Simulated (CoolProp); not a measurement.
Model: reference Helmholtz-energy equation of state, Thol 2019, in CoolProp.

Q: Give the vapour pressure (kPa), vapour density (kg/m³), surface tension (mN/m), vapour viscosity (µPa s) of saturated n-hexane at -2.35, 135.75 °C.

A: 
```
T (°C)  p (kPa)  vapour density (kg/m³)  surface tension (mN/m)  vapour viscosity (µPa s)
------  -------  ----------------------  ----------------------  ------------------------
-2.35      5.32                   0.205                    20.8                      5.69
135.75      565                    17.0                    7.07                      8.92
```

Viscosity comes from a separate model (Michailidou 2013). Surface tension comes from a separate correlation (Mulero 2012).
